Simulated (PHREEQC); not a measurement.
Solution (47 °C): 0.27 mol/kgw CuSO4 and 0.00013 mol/kgw HNO3. Closed to the air; pH follows from the charge balance.

All values are PHREEQC results (ion-association model, phreeqc.dat), not measurements.

Each row changes one thing in this solution. No solid was allowed to form.

```csv
case,pH,ionic strength (mol/kgw)
as made,4.13,0.490
diluted 5-fold with water,4.36,0.117
CuSO4 left out,3.89,0.000130
temperature from 47 to 25 °C,4.28,0.499
temperature from 47 to 55 °C,4.07,0.489
CuSO4 from 0.27 to 0.054 mol/kgw,4.23,0.117
HNO3 replaced by Al(NO3)3 at the same molality,4.17,0.490
```

Away from 25 °C the constants follow the database's enthalpies or fits; those with neither stay at their 25 °C values.
